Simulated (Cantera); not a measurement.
Input: 1 mol Si₃N₄, 2.3 mol O₂, 16 mol HF, at 13.3 mbar.

These are equilibrium values from Cantera (NASA tables, ideal gas, pure condensed phases), not measurements of a reactor. Candidate condensed phases: H₂O, Si, SiO₂, Si₂N₂O, Si₃N₄; 58 gas species. The tables hold silica as quartz up to 1696 K and as liquid above; real silica turns to tridymite and cristobalite and melts near 1996 K. Equilibrium is a limit: real reactors are often held back by kinetics, nucleation or transport.

**Question.** Which condensed phases are stable at each of these points (T (K)): 1823, 1873, 1923, 1973, 2023, 2073, 2123?

**Answer.** 
| T (K) | condensed phases | Si condensed (%) |
|---|---|---|
| 1823 | SiO₂(condensed) | 68.4 |
| 1873 | SiO₂(condensed) | 68.6 |
| 1923 | SiO₂(condensed) | 68.2 |
| 1973 | SiO₂(condensed) | 66.8 |
| 2023 | SiO₂(l) | 64.2 |
| 2073 | SiO₂(l) | 60.5 |
| 2123 | SiO₂(l) | 56.4 |

From 1823 K to 1973 K the condensed part is SiO₂(condensed). From 2023 K to 2123 K the condensed part is SiO₂(l).
